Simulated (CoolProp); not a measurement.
Saturated liquid density (kg/m³) of R1123: the reference equation beside estimates from Tc = 331.7 K, pc = 4.549 MPa, ω = 0.243. Rackett uses Z = 0.29056 − 0.08775 ω.

Model: reference Helmholtz-energy equation of state, Akasaka 2020, in CoolProp.

```
T (K)  reference  Rackett  van der Waals  Peng-Robinson
-----  ---------  -------  -------------  -------------
262.2       1169     1163          705.2           1187
269.5       1139     1133          686.6           1149
276.8       1107     1101          666.8           1108
284.1       1073     1067          645.5           1063
291.4       1035     1031          622.5           1013
298.7      994.4    990.5          597.3          957.9
306        948.4    945.3          569.1          895.3
313.4      894.0    891.7          536.0          821.1
```

Absolute difference from the reference over all 8 rows, mean and median: Rackett 0.4 and 0.5 %, van der Waals 39.9 and 39.8 %, Peng-Robinson 2.9 and 1.8 %.
